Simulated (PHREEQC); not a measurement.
Solution (40 °C): 0.0043 mol KH2PO4, 6.4e-05 mol K2HPO4 and 0.00029 mol H4SiO4 per kg of water. Closed to the air; pH follows from the charge balance.

Equilibrium calculation in PHREEQC: ion-association model, phreeqc.dat.

Q: The ionic strength comes out as 0.00451 mol/kgw. What activity coefficients do H+, K+, H2PO4-, HPO4-2 get?

A: H+ 0.94, K+ 0.93, H2PO4- 0.93, HPO4-2 0.75.

Precipitation was switched off in this run. The solution is supersaturated, for example in Quartz (slow to form), so a real one may precipitate; this is no full list. Constants without temperature data keep their 25 °C values here.
